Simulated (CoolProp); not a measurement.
Saturated liquid density (kg/m³) of R1123: the reference equation beside estimates from Tc = 331.7 K, pc = 45.49 bar, ω = 0.243. Rackett uses Z = 0.29056 − 0.08775 ω.

Values from CoolProp's reference Helmholtz-energy equation of state, Akasaka 2020.

```csv
T (K),reference,Rackett,Soave-Redlich-Kwong
260.8,1175,[?],[?]
266.4,1152,1146,1027
272,1128,[?],[?]
277.7,1103,1097,971.2
283.3,1076,1071,[?]
288.9,[?],1044,[?]
294.5,1018,[?],873.8
300.1,986.0,982.3,836.0
```

Question: Fill in the missing entries.

Answer: 
- 260.8, Rackett: 1169
- 260.8, Soave-Redlich-Kwong: 1052
- 272, Rackett: 1123
- 272, Soave-Redlich-Kwong: 1000.0
- 283.3, Soave-Redlich-Kwong: 941.0
- 288.9, reference: 1048
- 288.9, Soave-Redlich-Kwong: 908.7
- 294.5, Rackett: 1014

Absolute difference from the reference over all 8 rows, mean and median: Rackett 0.5 and 0.5 %, Soave-Redlich-Kwong 12.5 and 12.2 %.
